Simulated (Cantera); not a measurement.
An adiabatic, constant-volume homogeneous reactor starts with CH4 : O2 : N2 = 1 : 3.92 : 14.7 (molar parts), equivalence ratio 0.51, at 1725 K and 19.7 atm. Integrator tolerance rtol = 1e-08.

Detailed kinetics in Cantera: GRI-Mech 3.0 (53 species, 325 reactions). The pressure lies above the range GRI-Mech 3.0 was tuned for (to about 10 atm).

What does this change do: initial temperature 1725 to 1350 K?


```csv
quantity,before,after
time of steepest temperature rise,13.4 µs,0.315 ms
temperature at 0.100 s,2834 K,2586 K
equilibrium temperature,2834 K,2586 K
x(CH4) at 0.100 s,<1e-12 (gas-phase equilibrium <1e-12),<1e-12 (gas-phase equilibrium <1e-12)
x(O2) at 0.100 s,0.0840 (gas-phase equilibrium 0.0840),0.0881 (gas-phase equilibrium 0.0881)
x(CO) at 0.100 s,0.00481 (gas-phase equilibrium 0.00481),0.00154 (gas-phase equilibrium 0.00154)
x(CH2O) at 0.100 s,8.98e-11 (gas-phase equilibrium 8.98e-11),1.14e-11 (gas-phase equilibrium 1.14e-11)
x(C2H) at 0.100 s,<1e-12 (gas-phase equilibrium <1e-12),<1e-12 (gas-phase equilibrium <1e-12)
x(NO) at 0.100 s,0.0236 (gas-phase equilibrium 0.0236),0.0168 (gas-phase equilibrium 0.0168)
x(N2O) at 0.100 s,7.33e-6 (gas-phase equilibrium 7.33e-6),5.59e-6 (gas-phase equilibrium 5.59e-6)
```
